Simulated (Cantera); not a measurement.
What does this Cantera script print?

```python
import numpy as np
import cantera as ct

gas_names = """
    C CN CO CO2 C2 CCN CNC C2N2 C2O C3 C3O2 C4 C4N2 C5 N NCO NO NO2 NO3 N2 N2O O O2 O3 Pb PbO Pb2
""".split()
cond_names = """
    C(gr) Pb(cr) Pb(L) PbO(rd) PbO(yw) PbO(L) PbO2(s) Pb3O4(s)
""".split()


# ... load() reads the species with a 1 bar reference pressure and builds the phases ...
atoms = {
    'Pb': {'Pb': 1},
    'CO': {'C': 1, 'O': 1},
    'N2': {'N': 2},
}
top_T = {'C(gr)': 4500, 'Pb3O4(s)': 820}  # K; cautious upper limits of use, not melting points


# ... equilibrate(T, P, feed) seeds the gas with the atoms and calls Mixture.equilibrate('TP', solver="vcs", rtol=1e-11, max_steps=5000) ...
results = []
feed = {'Pb': 1, 'CO': 0.23, 'N2': 15}  # mol
P = 15000  # Pa
for T in [823, 923, 1023, 1123, 1223, 1323, 1423, 1523]:
    mix = equilibrate(T, P, feed)
    results.append((T, P, feed, dict(zip(mix.species_names, mix.species_moles))))

top = {s: max(r[3][s] / sum(r[3][g] for g in gas_names) for r in results) for s in gas_names}
cols = sorted((s for s in top if top[s] > 1e-05), key=lambda s: -top[s])[:8]
seen = [c for c in cond_names if any(r[3].get(c, 0) > 1e-12 for r in results)]
print("log10 of partial pressures in bar; condensed amounts in mol")
print(f"{'T/K':>10s}" + "".join(f"{s[:9]:>10s}" for s in cols + seen))
for T, P, feed, n in results:
    ng = sum(n[g] for g in gas_names)
    print(f"{T:10.4g}" + "".join(f"{np.log10(max(n[s] / ng * P / 1e5, 1e-99)):10.3f}" for s in cols)
          + "".join(f"{n.get(c, 0):10.4g}" for c in seen))
```

It prints:

```
log10 of partial pressures in bar; condensed amounts in mol
       T/K        N2        Pb        CO       CO2       Pb2     C(gr)     Pb(L)
       823    -0.830    -6.872    -2.718    -3.755   -13.782   0.01783         1
       923    -0.830    -5.596    -2.651    -4.803   -11.641  0.001598    0.9997
      1023    -0.831    -4.574    -2.646    -5.738    -9.930 0.0001857    0.9973
      1123    -0.831    -3.738    -2.646    -6.510    -8.533  3.14e-05    0.9814
      1223    -0.833    -3.042    -2.648    -7.157    -7.371 7.123e-06    0.9073
      1323    -0.841    -2.454    -2.655    -7.714    -6.391 2.007e-06    0.6343
      1423    -0.858    -2.034    -2.672    -8.211    -5.721   6.4e-07         0
      1523    -0.858    -2.034    -2.672    -8.610    -5.869 1.091e-07         0
```

Method: chemical equilibrium by Gibbs-energy minimisation in Cantera with the NASA 1993 tables (ideal gas, pure condensed phases).
